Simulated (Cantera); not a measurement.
Input: 1 mol SiHCl₃, 84 mol H₂, equilibrated at 1.00 Torr.

Cantera equilibrium calculation (NASA polynomials, part measured and part estimated; ideal gas, pure solids and liquids). Candidate condensed phases: Si; 19 gas species. The tables' values for SiCl₃, SiCl are old estimates; treat these amounts as uncertain. Gases not in the tables: Si₂H₆ and higher silanes. The numbers say what is thermodynamically allowed, not how fast it happens.

x: gas mole fraction; n: condensed amount in mol.

```
T (K)   x H₂   x HCl       x H   x SiCl₄   x SiCl₂  x SiHCl₃      x Si  n Si(s)  n Si(l)
-----  -----  ------  --------  --------  --------  --------  --------  -------  -------
925    0.980  0.0142   7.06e-9   0.00414  0.000297   0.00104    <1e-12    0.514        0
1025   0.971  0.0256   1.18e-7   0.00123   0.00120  0.000403    <1e-12    0.732        0
1125   0.968  0.0299   1.20e-6  0.000123   0.00195   6.94e-5  5.26e-11    0.803        0
1225   0.968  0.0301   8.40e-6   1.10e-5   0.00228   1.11e-5   2.59e-9    0.797        0
1325   0.968  0.0298         …         …   0.00251         …         …    0.782        0
1425   0.968  0.0294         …         …   0.00270         …         …    0.766        0
1525   0.967  0.0291  0.000637   4.49e-8   0.00286   1.69e-7   1.42e-5    0.751        0
1625   0.966  0.0288   0.00190   1.12e-8   0.00300   5.88e-8  0.000122    0.727        0
1725   0.962  0.0286   0.00499   3.17e-9   0.00294   2.21e-8  0.000761        0    0.665
```

### Question
What belongs in the gaps?

### Answer

- 1325, x H: 4.41e-5
- 1325, x SiCl₄: 1.34e-6
- 1325, x SiHCl₃: 2.23e-6
- 1325, x Si: 7.07e-8
- 1425, x H: 0.000184
- 1425, x SiCl₄: 2.18e-7
- 1425, x SiHCl₃: 5.60e-7
- 1425, x Si: 1.21e-6
